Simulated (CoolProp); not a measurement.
Vapour-liquid equilibrium of ethanol (1) + toluene (2) at 451.6 K; x and y are mole fractions of (1).

Values from CoolProp's multi-fluid Helmholtz-energy mixture model, Schroeder 2014 and Lemmon 2006; pair parameters Bell 2016.

| x | bubble pressure (MPa) | y at the bubble point | dew pressure at overall composition x (MPa) | liquid density (mol/L) |
|---|---|---|---|---|
| 0.05 | ? | 0.290 | 0.5290 | 7.751 |
| 0.125 | 0.9520 | 0.479 | 0.5754 | 7.935 |
| 0.2 | 1.131 | 0.572 | 0.6298 | 8.137 |
| 0.275 | ? | 0.629 | 0.6945 | 8.361 |
| 0.35 | 1.368 | 0.669 | 0.7726 | 8.613 |
| 0.425 | 1.453 | 0.702 | 0.8683 | 8.898 |
| 0.5 | 1.527 | 0.731 | 0.9874 | 9.224 |
| 0.575 | 1.595 | 0.761 | 1.137 | 9.596 |
| 0.65 | 1.659 | 0.792 | 1.318 | 10.03 |
| 0.725 | ? | 0.827 | 1.511 | 10.52 |
| 0.8 | 1.780 | ? | ? | 11.09 |
| 0.875 | 1.836 | ? | 1.792 | ? |
| 0.95 | 1.886 | 0.962 | 1.875 | 12.48 |

Problem. Some entries are withheld; supply them.

Solution. 
- 0.05, bubble pressure (MPa): 0.7092
- 0.275, bubble pressure (MPa): 1.264
- 0.725, bubble pressure (MPa): 1.721
- 0.8, y at the bubble point: 0.866
- 0.8, dew pressure at overall composition x (MPa): 1.674
- 0.875, y at the bubble point: 0.911
- 0.875, liquid density (mol/L): 11.74

No azeotrope shows between x = 0.05 and 0.95.

Pair parameters are fitted to limited data, so mixtures are less certain than the pure fluids.
